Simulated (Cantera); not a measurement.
Feed: 1 mol PbO, 4.2 mol CO, 0.21 mol N2, 2.8 mol H2, at 900 K and 13300 Pa.

These are equilibrium values from Cantera (NASA tables, ideal gas, pure condensed phases), not measurements of a reactor. Candidate condensed phases: C, C6H6, C7H8, C8H18, H2O, Pb, PbO, PbO2, Pb3O4; 139 gas species. Rates play no part.

Base state: CO 0.430, H2 0.348, CO2 0.138, H2O 0.0484, N2 0.0305, CH4 0.00503, Pb 1.03e-5 (mole fractions); condensed: C(graphite) + Pb(l).

Task: What changes in the equilibrium state with this change: PbO replaced by Fe(CO)5?

Result: 
```json
[
 {"species": "CO", "before": "0.430", "after": "0.493"},
 {"species": "H2", "before": "0.348", "after": "0.259"},
 {"species": "CO2", "before": "0.138", "after": "0.181"},
 {"species": "N2", "before": "0.0305", "after": "0.0229"},
 {"species": "H2O", "before": "0.0484", "after": "0.0413"},
 {"species": "Pb", "before": "1.03e-5", "after": "0"},
 {"species": "CH4", "before": "0.00503", "after": "0.00279"},
 {"species": "C(graphite), mol", "before": "0.249", "after": "3.01"},
 {"species": "Pb(l), mol", "before": "1.000", "after": "0"},
 {"species": "FeO(s), mol", "before": "0", "after": "1.00"}
]
```
The tables' stoichiometric FeO is somewhat more stable than real wüstite, so its field is too wide. FeO: taken at fixed stoichiometry. Further candidate phases: Fe, Fe(CO)5, FeO, Fe(OH)2, Fe(OH)3, Fe2O3, Fe3O4.

Task: What changes in the equilibrium state with this change: CO from 4.2 to 0.034 mol?

Result: 
```
species            before    after
----------------  -------  -------
H2                  0.348    0.597
H2O                0.0484    0.322
N2                 0.0305   0.0690
CO                  0.430  0.00496
CO2                 0.138  0.00616
Pb                1.03e-5  1.03e-5
CH4               0.00503  4.42e-5
NH3               5.78e-6  1.96e-5
C(graphite), mol    0.249        0
Pb(l), mol          1.000    1.000
```

Task: What changes in the equilibrium state with this change: temperature from 900 K to 848 K?

Result: 
```json
[
 {"species": "H2", "before": "0.348", "after": "0.343"},
 {"species": "CO", "before": "0.430", "after": "0.280"},
 {"species": "CO2", "before": "0.138", "after": "0.238"},
 {"species": "H2O", "before": "0.0484", "after": "0.0945"},
 {"species": "CH4", "before": "0.00503", "after": "0.0101"},
 {"species": "N2", "before": "0.0305", "after": "0.0343"},
 {"species": "Pb", "before": "1.03e-5", "after": "2.24e-6"},
 {"species": "C(graphite), mol", "before": "0.249", "after": "0.972"},
 {"species": "Pb(l), mol", "before": "1.000", "after": "1.000"}
]
```
